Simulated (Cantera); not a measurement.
Mixture: 16.4 % CO, 8.22 % H₂, 15.8 % O₂, 59.5 % N₂, equivalence ratio 0.78, at 9.90 bar, adiabatic and at constant pressure. Ignition delay is the time to a rise of 400 K.

Cantera simulation using GRI-Mech 3.0 (53 species, 325 reactions); the numbers are that mechanism's predictions, not measurements. The hydrogen kinetics of GRI-Mech 3.0 are dated; newer H2 mechanisms differ, most at raised pressure. Where the delays flatten at high temperature, the 400 K rule measures the pace of heat release, not the induction time.

Question: Predict: delay at 1025 K; delay at 1175 K; delay at 1325 K; delay at 1475 K; delay at 1625 K.

Answer: 
```json
{
  "delay at 1025 K": "2.36 ms",
  "delay at 1175 K": "56.8 µs",
  "delay at 1325 K": "5.83 µs",
  "delay at 1475 K": "2.72 µs",
  "delay at 1625 K": "1.84 µs"
}
```
